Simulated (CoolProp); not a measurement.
c-C4F8 (RC318) at 245.04 K and 0.0232 MPa is compressed adiabatically to 0.0968 MPa with isentropic efficiency 0.6. Each further row changes one setting.

Values from CoolProp's reference Helmholtz-energy equation of state, Platzer 1990. This equation is an older, rougher fit.

```tsv
case	work (kJ/kg)	final temperature (K)	final density (kg/m³)
as stated	24.7	280.5	8.60
efficiency 1	14.8	267.4	9.09
efficiency 0.65	22.8	278.0	8.69
```
